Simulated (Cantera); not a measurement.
An adiabatic, constant-pressure homogeneous reactor starts with H₂ : O₂ : N₂ : NO = 1 : 1 : 3.76 : 0.027 (molar parts), at 1148 K and 9750 Torr. Integrator tolerance rtol = 1e-08.

Detailed kinetics in Cantera: GRI-Mech 3.0 (53 species, 325 reactions). The hydrogen kinetics of GRI-Mech 3.0 are dated; newer H2 mechanisms differ, most at raised pressure. The pressure lies above the range GRI-Mech 3.0 was tuned for (to about 10 atm). The mechanism lacks 2 NO + O2 → 2 NO2 and HONO, so NO2 and the effect of NO are under-described below about 1400 K.

What does this change do: pressure from 9750 Torr to 5780 Torr?


```
quantity                                                              before                                      after
---------------------------------  -----------------------------------------  -----------------------------------------
time of steepest temperature rise                                    19.5 µs                                    18.3 µs
temperature at 4.00 s                                                 2340 K                                     2336 K
equilibrium temperature                                               2340 K                                     2336 K
x(H₂) at 4.00 s                    0.000449 (gas-phase equilibrium 0.000449)  0.000569 (gas-phase equilibrium 0.000569)
x(O₂) at 4.00 s                        0.0903 (gas-phase equilibrium 0.0903)      0.0902 (gas-phase equilibrium 0.0902)
x(NO) at 4.00 s                        0.0106 (gas-phase equilibrium 0.0106)      0.0105 (gas-phase equilibrium 0.0105)
x(H) at 4.00 s                       7.03e-5 (gas-phase equilibrium 7.03e-5)  0.000101 (gas-phase equilibrium 0.000101)
x(HO₂) at 4.00 s                     1.26e-5 (gas-phase equilibrium 1.26e-5)    1.09e-5 (gas-phase equilibrium 1.09e-5)
```

What does this change do: 0.14 parts CO2 added?


```tsv
quantity	before	after
time of steepest temperature rise	19.5 µs	20.8 µs
temperature at 4.00 s	2340 K	2299 K
equilibrium temperature	2340 K	2299 K
x(H₂) at 4.00 s	0.000449 (gas-phase equilibrium 0.000449)	0.000351 (gas-phase equilibrium 0.000351)
x(O₂) at 4.00 s	0.0903 (gas-phase equilibrium 0.0903)	0.0887 (gas-phase equilibrium 0.0887)
x(NO) at 4.00 s	0.0106 (gas-phase equilibrium 0.0106)	0.00955 (gas-phase equilibrium 0.00955)
x(H) at 4.00 s	7.03e-5 (gas-phase equilibrium 7.03e-5)	5.04e-5 (gas-phase equilibrium 5.04e-5)
x(HO₂) at 4.00 s	1.26e-5 (gas-phase equilibrium 1.26e-5)	1.09e-5 (gas-phase equilibrium 1.09e-5)
```

What does this change do: constant volume in place of constant pressure?


```
quantity                                                              before                                      after
---------------------------------  -----------------------------------------  -----------------------------------------
time of steepest temperature rise                                    19.5 µs                                    18.1 µs
temperature at 4.00 s                                                 2340 K                                     2578 K
equilibrium temperature                                               2340 K                                     2578 K
x(H₂) at 4.00 s                    0.000449 (gas-phase equilibrium 0.000449)    0.00104 (gas-phase equilibrium 0.00104)
x(O₂) at 4.00 s                        0.0903 (gas-phase equilibrium 0.0903)      0.0865 (gas-phase equilibrium 0.0865)
x(NO) at 4.00 s                        0.0106 (gas-phase equilibrium 0.0106)      0.0160 (gas-phase equilibrium 0.0160)
x(H) at 4.00 s                       7.03e-5 (gas-phase equilibrium 7.03e-5)  0.000220 (gas-phase equilibrium 0.000220)
x(HO₂) at 4.00 s                     1.26e-5 (gas-phase equilibrium 1.26e-5)    2.75e-5 (gas-phase equilibrium 2.75e-5)
```
